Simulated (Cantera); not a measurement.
## Stirred combustor or abatement burner

A perfectly stirred reactor is fed with CH4 : H2 : O2 : N2 = 1 : 0.39 : 3.85 : 14.5 (molar parts), at 5.00 bar; it is adiabatic with a 598 K inlet, and is followed from long to short residence time, starting on the burning branch (τ in s: 0.3, 0.08, 0.022, 0.0058, 0.0016, 0.00042, 0.00011, 3e-05, 8.2e-06).

Model: GRI-Mech 3.0 (53 species, 325 reactions), integrated in Cantera.

| τ (s) | T (K) | x CH4 | x H2 | x O2 | x H2O | x C2H6 | x CH3 | x C2H4 |
|---|---|---|---|---|---|---|---|---|
| 0.30 | 1864 | 1.31e-6 | 2.19e-5 | 0.0845 | 0.122 | 8.82e-12 | 3.14e-7 | 5.55e-11 |
| 0.080 | 1864 | 4.30e-6 | 3.09e-5 | 0.0845 | 0.122 | 8.92e-11 | 1.04e-6 | 5.57e-10 |
| 0.022 | 1862 | 1.19e-5 | 5.64e-5 | 0.0846 | 0.122 | 5.85e-10 | 2.93e-6 | 3.60e-9 |
| 0.0058 | 1856 | 3.02e-5 | 0.000125 | 0.0847 | 0.121 | 2.77e-9 | 7.35e-6 | 1.65e-8 |
| 0.0016 | 1844 | 7.17e-5 | 0.000283 | 0.0850 | 0.121 | 1.00e-8 | 1.64e-5 | 5.63e-8 |
| 0.00042 | 1817 | 0.000181 | 0.000669 | 0.0862 | 0.120 | 3.73e-8 | 3.67e-5 | 1.80e-7 |
| 0.00011 | 1752 | 0.000552 | 0.00161 | 0.0898 | 0.117 | 2.18e-7 | 9.02e-5 | 7.48e-7 |
| 3.0e-5 | 598 | 0.0507 | 0.0198 | 0.195 | <1e-12 | <1e-12 | <1e-12 | <1e-12 |
| 8.2e-6 | 598 | 0.0507 | 0.0198 | 0.195 | <1e-12 | <1e-12 | <1e-12 | <1e-12 |
x: mole fraction; the columns are a selection and need not sum to one.
